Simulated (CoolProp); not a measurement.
Octamethyltrisiloxane (MDM) at several states: fugacity coefficient from the reference equation and from simpler models built on Tc = 565.4 K, pc = 1438 kPa, ω = 0.528; each cubic takes its own stable root.

Values from CoolProp's reference Helmholtz-energy equation of state, Thol 2017.

```json
[
 {"T (K)": "228.3", "p (kPa)": "5290", "phase": "liquid", "reference": "3.256e-7", "Redlich-Kwong": "4.403e-5", "Soave-Redlich-Kwong": "5.264e-7", "Peng-Robinson": "6.604e-7"},
 {"T (K)": "520.9", "p (kPa)": "23.7", "phase": "gas", "reference": "0.9925", "Redlich-Kwong": "0.9929", "Soave-Redlich-Kwong": "0.9924", "Peng-Robinson": "0.9917"},
 {"T (K)": "567.4", "p (kPa)": "1530", "phase": "supercritical", "reference": "0.6382", "Redlich-Kwong": "0.6427", "Soave-Redlich-Kwong": "0.6452", "Peng-Robinson": "0.6221"},
 {"T (K)": "407.7", "p (kPa)": "879", "phase": "liquid", "reference": "0.07246", "Redlich-Kwong": "0.1804", "Soave-Redlich-Kwong": "0.07276", "Peng-Robinson": "0.07230"},
 {"T (K)": "522.5", "p (kPa)": "4480", "phase": "liquid", "reference": "0.1829", "Redlich-Kwong": "0.2258", "Soave-Redlich-Kwong": "0.1934", "Peng-Robinson": "0.1799"}
]
```
